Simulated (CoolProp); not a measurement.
Vapour-liquid equilibrium of p-xylene (1) + n-undecane (2) at 253.35 °C; x and y are mole fractions of (1).

The numbers come from the multi-fluid Helmholtz-energy mixture model, Zhou 2012 and Aleksandrov 2011; pair parameters Bell 2016 in CoolProp.

| x | bubble pressure (bar) | y at the bubble point | dew pressure at overall composition x (bar) | liquid density (mol/L) |
|---|---|---|---|---|
| 0.05 | 3.746 | 0.108 | 3.591 | 3.543 |
| 0.125 | [?] | 0.248 | 3.794 | 3.663 |
| 0.2 | 4.627 | 0.367 | 4.019 | 3.790 |
| 0.275 | [?] | 0.468 | 4.272 | 3.924 |
| 0.35 | 5.570 | 0.556 | 4.558 | 4.067 |
| 0.425 | 6.066 | 0.633 | 4.882 | [?] |
| 0.5 | 6.579 | 0.700 | 5.254 | 4.381 |
| 0.575 | 7.109 | 0.760 | 5.685 | 4.554 |
| 0.65 | 7.656 | 0.814 | 6.189 | 4.739 |
| 0.725 | 8.220 | 0.861 | [?] | 4.938 |
| 0.8 | 8.802 | 0.904 | [?] | 5.152 |
| 0.875 | 9.399 | 0.943 | 8.396 | 5.382 |
| 0.95 | 10.01 | 0.978 | 9.511 | 5.632 |

Task: Some entries are withheld; supply them.

Result: 
- 0.125, bubble pressure (bar): 4.179
- 0.275, bubble pressure (bar): 5.090
- 0.425, liquid density (mol/L): 4.219
- 0.725, dew pressure at overall composition x (bar): 6.788
- 0.8, dew pressure at overall composition x (bar): 7.510

No azeotrope shows between x = 0.05 and 0.95.

Pair parameters are fitted to limited data, so mixtures are less certain than the pure fluids.
